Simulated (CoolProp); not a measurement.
Vapour pressure (kPa) of sulfur dioxide: the reference equation beside estimates from Tc = 430.6 K, pc = 7887 kPa, ω = 0.256. Clausius-Clapeyron is anchored at 274 K with a constant enthalpy of vaporisation of 24.33 kJ/mol.

The numbers come from the reference Helmholtz-energy equation of state, Gao 2016 in CoolProp.

| T (K) | reference | Lee-Kesler | Clausius-Clapeyron | van der Waals | Redlich-Kwong | Peng-Robinson |
|---|---|---|---|---|---|---|
| 237.2 | 27.35 | 26.51 | 30.71 | 410.5 | 61.93 | 28.19 |
| 244.6 | 41.09 | 40.01 | 44.60 | 495.6 | 88.64 | 42.04 |
| 251.9 | 59.73 | 58.42 | 63.08 | 590.7 | 123.0 | 60.74 |
| 259.3 | 85.11 | 83.60 | 87.87 | 699.2 | 167.6 | 86.10 |
| 266.7 | 118.5 | 116.9 | 120.2 | 820.6 | 223.5 | 119.4 |
| 274 | 161.0 | 159.4 | 161.0 | 953.5 | 291.5 | 161.6 |
| 281.4 | 215.5 | 214.0 | 213.2 | 1102 | 375.0 | 215.7 |
| 288.8 | 283.5 | 282.4 | 278.3 | 1266 | 475.1 | 283.1 |
| 296.1 | 366.0 | 365.4 | 357.2 | 1442 | 591.8 | 364.9 |
| 303.5 | 467.3 | 467.6 | 454.5 | 1636 | 730.1 | 465.3 |
| 310.9 | 588.9 | 590.1 | 571.8 | 1847 | 890.1 | 586.0 |
| 318.2 | 731.2 | 733.4 | 709.6 | 2072 | 1071 | 727.2 |
| 325.6 | 900.5 | 903.8 | 874.5 | 2316 | 1280 | 895.6 |
| 333 | 1098 | 1102 | 1068 | 2579 | 1515 | 1092 |
| 340.3 | 1323 | 1328 | 1289 | 2856 | 1776 | 1316 |

Absolute difference from the reference over all 15 rows, mean and median: Lee-Kesler 1.0 and 0.4 %, Clausius-Clapeyron 3.5 and 2.7 %, van der Waals 487.3 and 346.6 %, Redlich-Kwong 72.4 and 67.6 %, Peng-Robinson 0.9 and 0.5 %.
